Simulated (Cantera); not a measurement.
A freely propagating, adiabatic, planar premixed flame of 15.3 % H2, 13.6 % O2, 51.2 % N2, 19.9 % H2O, unburnt at 400 K and 1.00 atm; mixture-averaged transport, grid criteria slope 0.08 and curve 0.16, no radiation.

Detailed kinetics in Cantera: the H2/O2 subset of GRI-Mech 3.0, which has no nitrogen chemistry. Burning velocities carry a grid error of a few per cent, more on coarse grids. Lean hydrogen flames are cellular in practice and burn faster than this planar one.

### Question
Predict: laminar burning velocity; thermal thickness; peak x(H2O2); peak x(OH); peak x(O).

### Answer
```json
{
 "laminar_burning_velocity": "26.6 cm/s",
 "thermal_thickness": "0.755 mm",
 "peak x(H2O2)": "0.000116",
 "peak x(OH)": "0.00196",
 "peak x(O)": "0.000663"
}
```
